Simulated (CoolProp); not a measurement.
Properties of n-octane along the isotherm 289.1 K.

Computed with CoolProp (reference Helmholtz-energy equation of state, Beckmüller 2019).

| p (bar) | phase | density (kg/m³) | speed of sound (m/s) | viscosity (µPa s) | Prandtl number |
|---|---|---|---|---|---|
| 0.196 | liquid | 705.8 | 1209 | 572 | 9.87 |
| 0.447 | liquid | 705.8 | 1210 | 573 | 9.87 |
| 1.02 | liquid | 705.9 | 1210 | 573 | 9.87 |
| 2.31 | liquid | 706.0 | 1211 | 574 | 9.88 |
| 5.27 | liquid | 706.2 | 1213 | 576 | 9.90 |
| 12 | liquid | 706.8 | 1217 | 580 | 9.94 |
| 27.3 | liquid | 708.1 | 1228 | 589 | 10.0 |
| 62.1 | liquid | 710.9 | 1250 | 610 | 10.3 |

Viscosity comes from a separate model (Huber 2004). Thermal conductivity comes from a separate model (Huber 2005).
